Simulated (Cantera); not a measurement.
Feed: 1 mol SF6, 0.13 mol H2O, 45 mol N2, held at 1698 K and 0.0133 bar.

Method: chemical equilibrium by Gibbs-energy minimisation in Cantera with the NASA 1993 tables (ideal gas, pure condensed phases). Candidate condensed phases: H2O, H2SO4, S; 62 gas species. The tables' values for SOF2, SF3, S2F2 (SSF2) are old estimates; treat these amounts as uncertain. Equilibrium is a limit: real reactors are often held back by kinetics, nucleation or transport.

Base state: N2 0.902, F 0.0726, SF2 0.0152, HF 0.00521, SOF2 0.00206, SF3 0.00147, SF4 0.000825, SO2 0.000253 (mole fractions); condensed: gas only.

Task: What changes in the equilibrium state with this change: pressure from 0.0133 bar to 0.00150 bar?

Result: 
| species | before | after |
|---|---|---|
| N2 | 0.902 | 0.896 |
| F | 0.0726 | 0.0796 |
| SF2 | 0.0152 | 0.0158 |
| SOF2 | 0.00206 | 0.000465 |
| S2 | 4.73e-7 | 0.000246 |
| S | 1.85e-6 | 0.000126 |
| SF4 | 0.000825 | 1.30e-5 |
| SO | 3.28e-5 | 0.000486 |
| SF | 0.000141 | 0.00118 |
The tables' values for SOF2, S2F2 (SSF2), SF3 are old estimates; treat these amounts as uncertain.

Task: What changes in the equilibrium state with this change: temperature from 1698 K to 2250 K?

Result: 
| species | before | after |
|---|---|---|
| N2 | 0.902 | 0.871 |
| F | 0.0726 | 0.109 |
| S | 1.85e-6 | 0.00730 |
| SF2 | 0.0152 | 0.000307 |
| SF4 | 0.000825 | <1e-9 |
| S2 | 4.73e-7 | 0.00382 |
| SF3 | 0.00147 | 3.31e-7 |
